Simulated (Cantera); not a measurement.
A perfectly stirred reactor is fed with 9.28 % CH4, 1.30 % C2H6, 1.39 % C3H8, 23.1 % O2, 64.9 % N2, at 1.20 bar; it is adiabatic with a 675 K inlet, and is followed from long to short residence time, starting on the burning branch (τ in s: 0.23, 0.096, 0.041, 0.017, 0.0073, 0.0031, 0.0013, 0.00055, 0.00023, 9.9e-05, 4.2e-05, 1.8e-05).

Model: GRI-Mech 3.0 (53 species, 325 reactions), integrated in Cantera. GRI-Mech 3.0 was tuned for natural gas; its chemistry of propane as a main component is partial and can be far from experiment.

x: mole fraction; the columns are a selection and need not sum to one.

```json
[
 {"τ (s)": "0.23", "T (K)": "2539", "x CH4": "5.39e-7", "x C2H6": "4.73e-9", "x C3H8": "5.85e-9", "x H2O2": "5.21e-8", "x C2H2": "1.55e-7"},
 {"τ (s)": "0.096", "T (K)": "2538", "x CH4": "1.26e-6", "x C2H6": "1.13e-8", "x C3H8": "1.39e-8", "x H2O2": "5.32e-8", "x C2H2": "3.58e-7"},
 {"τ (s)": "0.041", "T (K)": "2534", "x CH4": "2.79e-6", "x C2H6": "2.63e-8", "x C3H8": "3.18e-8", "x H2O2": "5.55e-8", "x C2H2": "7.85e-7"},
 {"τ (s)": "0.017", "T (K)": "2527", "x CH4": "6.05e-6", "x C2H6": "6.28e-8", "x C3H8": "7.37e-8", "x H2O2": "___", "x C2H2": "1.65e-6"},
 {"τ (s)": "0.0073", "T (K)": "2514", "x CH4": "1.20e-5", "x C2H6": "1.44e-7", "x C3H8": "1.61e-7", "x H2O2": "___", "x C2H2": "3.11e-6"},
 {"τ (s)": "0.0031", "T (K)": "2493", "x CH4": "2.28e-5", "x C2H6": "3.31e-7", "x C3H8": "3.45e-7", "x H2O2": "___", "x C2H2": "5.44e-6"},
 {"τ (s)": "0.0013", "T (K)": "2463", "x CH4": "4.34e-5", "x C2H6": "7.67e-7", "x C3H8": "7.40e-7", "x H2O2": "___", "x C2H2": "9.19e-6"},
 {"τ (s)": "0.00055", "T (K)": "2427", "x CH4": "8.51e-5", "x C2H6": "1.77e-6", "x C3H8": "1.59e-6", "x H2O2": "___", "x C2H2": "1.59e-5"},
 {"τ (s)": "0.00023", "T (K)": "2386", "x CH4": "0.000181", "x C2H6": "4.23e-6", "x C3H8": "3.60e-6", "x H2O2": "___", "x C2H2": "3.11e-5"},
 {"τ (s)": "9.9e-5", "T (K)": "2342", "x CH4": "0.000414", "x C2H6": "1.04e-5", "x C3H8": "8.51e-6", "x H2O2": "___", "x C2H2": "7.20e-5"},
 {"τ (s)": "4.2e-5", "T (K)": "2270", "x CH4": "0.00117", "x C2H6": "3.08e-5", "x C3H8": "2.42e-5", "x H2O2": "___", "x C2H2": "0.000237"},
 {"τ (s)": "1.8e-5", "T (K)": "675", "x CH4": "0.0928", "x C2H6": "0.0130", "x C3H8": "0.0139", "x H2O2": "<1e-12", "x C2H2": "<1e-12"}
]
```

Q: Some entries are withheld; supply them.

A: 
- 0.017, x H2O2: 6.01e-8
- 0.0073, x H2O2: 6.78e-8
- 0.0031, x H2O2: 7.90e-8
- 0.0013, x H2O2: 9.36e-8
- 0.00055, x H2O2: 1.11e-7
- 0.00023, x H2O2: 1.36e-7
- 9.9e-5, x H2O2: 1.80e-7
- 4.2e-5, x H2O2: 3.33e-7
